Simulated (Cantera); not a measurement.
A jet of CH4 : O2 : N2 = 0.016 : 0.077 : 0.79 (molar parts), equivalence ratio 0.42 at 300 K and 2800 Pa hits a platinum plate 6.7 cm away at a mass flux of 0.023 kg/m²/s; the plate temperature is set and raised in steps from an oxygen-covered start.

Detailed kinetics in Cantera: Deutschmann's 1995 Pt surface mechanism with GRI-Mech 3.0 gas chemistry. Catalytic surfaces can have several steady states; this one follows from the mechanism file's or the stated starting coverage.

One state of this run: wall x CH4 = 0.00678; wall x O2 = 0.0632; wall x H2O = 0.0211; wall x OH = 2.92e-7; wall x CO = 6.18e-6; wall x CO2 = 0.0138; θ free Pt = 0.441; θ O* = 0.558. x: mole fraction at the wall; θ: surface coverage.

Problem. Which value of plate T (K) does it belong to?
(A) 1050
(B) 850
(C) 1000
(D) 900

Solution. C, 1000
